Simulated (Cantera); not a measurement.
Charge: 1 mol SiHCl3, 0.011 mol Cl2, 240 mol N2, at 0.00133 bar.

Cantera equilibrium calculation (NASA polynomials, part measured and part estimated; ideal gas, pure solids and liquids). Candidate condensed phases: NH4Cl, Si, Si3N4; 28 gas species. N2 is the only nitrogen source here; it is nearly inert below about 1500 K, so the nitride shown seldom forms there in practice. Kinetics and transport are ignored.

Q: What share of the Si ends up in condensed phases as a function of T (K), at 873, 973, 1073, 1173, 1273, 1373, 1473, 1573?

A: 
| T (K) | Si condensed (%) | as |
|---|---|---|
| 873 | 48.4 | Si3N4(s) |
| 973 | 48.6 | Si3N4(s) |
| 1073 | 48.2 | Si3N4(s) |
| 1173 | 43.7 | Si3N4(s) |
| 1273 | 22.3 | Si3N4(s) |
| 1373 | 0.0 | - |
| 1473 | 0.0 | - |
| 1573 | 0.0 | - |
